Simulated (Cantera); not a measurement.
Feed: 1 mol Si(CH₃)₄, 0.2 mol C₂H₄, 40 mol H₂, held at 1923.15 K and 1.00 bar.

Cantera equilibrium calculation (NASA polynomials, part measured and part estimated; ideal gas, pure solids and liquids). Candidate condensed phases: C, C₆H₆, C₇H₈, C₈H₁₈, Si, SiC; 87 gas species. Rates play no part.

Base state: H₂ 0.998, H 0.000942, CH₄ 0.000523, C₂H₂ (acetylene) 0.000451 (mole fractions); condensed: C(graphite) + SiC(s).

### Question
What changes in the equilibrium state with this change: temperature from 1923.15 K to 1475 K?

### Answer
```csv
species,before,after
H₂,0.998,0.997
CH₄,0.000523,0.00289
H,0.000942,1.30e-5
C₂H₂ (acetylene),0.000451,6.65e-6
"C(graphite), mol",3.33,3.27
"SiC(s), mol",1.000,1.000
```

### Question
What changes in the equilibrium state with this change: temperature from 1923.15 K to 2548 K?

### Answer
```tsv
species	before	after
H₂	0.998	0.953
H	0.000942	0.0302
C₂H₂ (acetylene)	0.000451	0.0126
Si	6.93e-7	0.00181
SiC₂	1.98e-8	0.000537
Si₂C	1.35e-8	0.000292
Si₂	<1e-9	1.38e-5
C(graphite), mol	3.33	2.29
SiC(s), mol	1.000	0.825
```
Gases not in the tables: Si₂H₆ and higher silanes.
